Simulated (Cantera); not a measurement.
What does this Cantera script print?

```python
import numpy as np
import cantera as ct

gas = ct.Solution("h2o2.yaml")
gas.TPX = 1273, 37000, {'H2': 1.8, 'O2': 1, 'N2': 4.3}
reactor = ct.IdealGasConstPressureReactor(gas, energy="off", clone=False)
net = ct.ReactorNet([reactor])
net.rtol, net.atol = 1e-08, 1e-18
show = ['H2', 'O2', 'H2O2', 'H', 'O', 'H2O']
times = np.geomspace(4e-06, 10, 13)

steps = ct.SolutionArray(gas, extra=["t"])
rows = []
print(f"{'t/s':>10s}{'T/K':>9s}{'P/Pa':>11s}" + "".join(f"{s:>11s}" for s in show))
for t in times:
    while net.time < t:
        t_next = net.step()
        steps.append(gas.state, t=t_next)
    rows.append([np.interp(t, steps.t, y) for y in (steps.T, steps.P, *steps(*show).X.T)])
    print(f"{t:10.3e}{rows[-1][0]:9.1f}{rows[-1][1]:11.4g}" + "".join(f"{x:11.3e}" for x in rows[-1][2:]))
rate = np.gradient(steps.T, steps.t)
print("integrator steps:", len(steps.t))
if steps.T.max() > steps.T[0] + 200:
    print(f"time of steepest temperature rise: {steps.t[rate.argmax()]:.4e} s")
gas.TPX = 1273, 37000, {'H2': 1.8, 'O2': 1, 'N2': 4.3}
gas.equilibrate("TP")
print(f"equilibrium (TP): T = {gas.T:.1f} K  " + "  ".join(f"{s} {gas[s].X[0]:.3e}" for s in show))
```

Output:

```
       t/s      T/K       P/Pa         H2         O2       H2O2          H          O        H2O
 4.000e-06   1273.0    3.7e+04  2.535e-01  1.408e-01  2.789e-11  1.578e-08  1.806e-09  4.392e-09
 1.365e-05   1273.0    3.7e+04  2.535e-01  1.408e-01  3.315e-10  1.539e-07  2.194e-08  1.346e-07
 4.660e-05   1273.0    3.7e+04  2.534e-01  1.408e-01  1.701e-08  6.396e-05  9.331e-06  7.582e-05
 1.591e-04   1273.0    3.7e+04  3.209e-02  3.953e-02  2.552e-06  6.049e-02  1.057e-02  2.055e-01
 5.429e-04   1273.0    3.7e+04  1.043e-02  2.147e-02  2.649e-06  6.439e-03  1.471e-03  2.723e-01
 1.853e-03   1273.0    3.7e+04  1.796e-03  1.681e-02  1.337e-06  3.536e-04  1.751e-04  2.876e-01
 6.325e-03   1273.0    3.7e+04  1.946e-04  1.616e-02  3.288e-07  1.185e-05  1.692e-05  2.900e-01
 2.159e-02   1273.0    3.7e+04  2.014e-05  1.612e-02  6.162e-08  4.388e-07  1.944e-06  2.903e-01
 7.368e-02   1273.0    3.7e+04  2.978e-06  1.612e-02  1.288e-08  2.844e-08  3.349e-07  2.903e-01
 2.515e-01   1273.0    3.7e+04  6.778e-07  1.613e-02  3.396e-09  3.303e-09  8.160e-08  2.903e-01
 8.584e-01   1273.0    3.7e+04  2.545e-07  1.613e-02  1.292e-09  7.635e-10  2.972e-08  2.903e-01
 2.930e+00   1273.0    3.7e+04  2.017e-07  1.613e-02  9.984e-10  5.313e-10  2.266e-08  2.903e-01
 1.000e+01   1273.0    3.7e+04  2.013e-07  1.613e-02  9.959e-10  5.295e-10  2.260e-08  2.903e-01
integrator steps: 2233
equilibrium (TP): T = 1273.0 K  H2 2.013e-07  O2 1.613e-02  H2O2 9.959e-10  H 5.295e-10  O 2.260e-08  H2O 2.903e-01
```

Model: the H2/O2 subset of GRI-Mech 3.0, which has no nitrogen chemistry, integrated in Cantera. The temperature is held fixed by assumption; the heat of reaction is taken as removed at once.
